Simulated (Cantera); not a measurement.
**SiO₂ + Si + H₂ (sublimation and decomposition of ceramics)**

A closed system holds: 1 mol SiO₂, 0.022 mol Si, a varied amount of H₂, held at 101000 Pa.

Cantera equilibrium calculation (NASA polynomials, part measured and part estimated; ideal gas, pure solids and liquids). Candidate condensed phases: H₂O, Si, SiO₂; 18 gas species. The tables hold silica as quartz up to 1696 K and as liquid above; real silica turns to tridymite and cristobalite and melts near 1996 K. Rates play no part.

Stable condensed phases:

```
T in °C \ n(H₂) in mol
         0.68 0.97  1.4    2  2.8    4  5.8  8.2
   2575     A    A    A    B    B    B    B    B
   2525     A    A    A    B    B    B    B    B
   2475     A    A    A    A    B    B    B    B
   2425     A    A    A    A    B    B    B    B
   2375     A    A    A    A    A    B    B    B
   2325     A    A    A    A    A    B    B    B
   2275     A    A    A    A    A    A    B    B
   2225     A    A    A    A    A    A    B    B
   2175     A    A    A    A    A    A    A    B
   2125     A    A    A    A    A    A    A    A
```

A: SiO₂; B: gas only.
